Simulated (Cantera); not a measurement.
**Thermodynamics of iron carbonyl, mercury and lead vapours, feed Pb + O2 + N2**

A closed system holds: 1 mol Pb, 0.39 mol O2, 1.1 mol N2, at 100 Torr.

Method: chemical equilibrium by Gibbs-energy minimisation in Cantera with the NASA 1993 tables (ideal gas, pure condensed phases). Candidate condensed phases: Pb, PbO, PbO2, Pb3O4; 12 gas species. Rates play no part.

```csv
T (°C),log p N2,log p Pb,log p PbO,n Pb(s),n PbO(red),n Pb(l),n PbO(yellow)
277,-0.88,-12.82,<-12,0.220,0.780,0,0
302,-0.88,-12.02,<-12,0.220,0.780,0,0
327,-0.88,-11.29,<-12,0.220,0.780,0,0
352,-0.88,-10.63,<-12,0,0.780,0.220,0
377,-0.88,-10.03,<-12,0,0.780,0.220,0
402,-0.88,-9.47,<-12,0,0.780,0.220,0
427,-0.88,-8.95,-12.78,0,0.780,0.220,0
452,-0.88,-8.47,-12.05,0,0.780,0.220,0
477,-0.88,-8.02,-11.38,0,0.780,0.220,0
502,-0.88,-7.60,-10.75,0,0,0.220,0.780
527,-0.88,-7.21,-10.15,0,0,0.220,0.780
552,-0.88,-6.84,-9.60,0,0,0.220,0.780
577,-0.88,-6.50,-9.08,0,0,0.220,0.780
602,-0.88,-6.17,-8.59,0,0,0.220,0.780
```
log p: log10 of the partial pressure in bar; n: condensed amount in mol.

From 277 °C to 327 °C the condensed part is Pb(s) + PbO(red). From 352 °C to 477 °C the condensed part is Pb(l) + PbO(red). From 502 °C to 602 °C the condensed part is Pb(l) + PbO(yellow).
